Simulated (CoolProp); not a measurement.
Vapour pressure (bar) of hydrogen sulfide: the reference equation beside estimates from Tc = 373.1 K, pc = 89.99 bar, ω = 0.101. Clausius-Clapeyron is anchored at 260.4 K with a constant enthalpy of vaporisation of 16.47 kJ/mol.

Model: reference Helmholtz-energy equation of state, Lemmon 2006, in CoolProp. It is a short technical equation, of lower accuracy than the large ones.

```csv
T (K),reference,Lee-Kesler,Clausius-Clapeyron,van der Waals,Redlich-Kwong,Soave-Redlich-Kwong,Peng-Robinson
256.2,6.062,6.056,6.148,16.34,6.677,6.052,6.066
260.4,6.965,6.963,6.965,17.77,7.675,6.961,6.965
264.6,7.965,7.967,7.859,19.27,8.776,7.969,7.960
268.8,9.067,9.075,8.835,20.86,9.987,9.082,9.058
273,10.28,10.29,9.896,22.53,11.31,10.31,10.27
277.2,11.61,11.62,11.05,24.28,12.76,11.65,11.59
281.4,13.05,13.08,12.29,26.12,14.33,13.12,13.04
285.7,14.67,14.70,13.66,28.09,16.08,14.76,14.65
289.9,16.39,16.41,15.11,30.10,17.92,16.50,16.37
```

Absolute difference from the reference over all 9 rows, mean and median: Lee-Kesler 0.1 and 0.1 %, Clausius-Clapeyron 3.8 and 3.7 %, van der Waals 122.3 and 119.2 %, Redlich-Kwong 9.9 and 10.0 %, Soave-Redlich-Kwong 0.3 and 0.3 %, Peng-Robinson 0.1 and 0.1 %.
